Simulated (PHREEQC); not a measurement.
1 kg of water holding 0.0069 mol NaCl and 0.041 mol MgCl2 is evaporated at 75 °C; the solids stay in contact with the brine. The system is closed to CO2. Solids allowed: Bischofite, Brucite, Halite, MgCl2_4H2O. Others were left out.

Base run: PHREEQC, Pitzer model, pitzer.dat. Each further column changes one thing. The table gives water activity.

```csv
H2O removed (mol),base,temperature from 75 to 5 °C
0,0.998,0.998
24.69,0.996,0.996
38.4,0.993,0.993
43.95,0.990,0.990
49.09,0.981,0.980
51.94,0.964,0.962
53.53,0.927,0.919
54.17,0.876,0.860
54.76,0.711,0.668
55.09,0.411,0.333
```

Constants without temperature data keep their 25 °C values here.
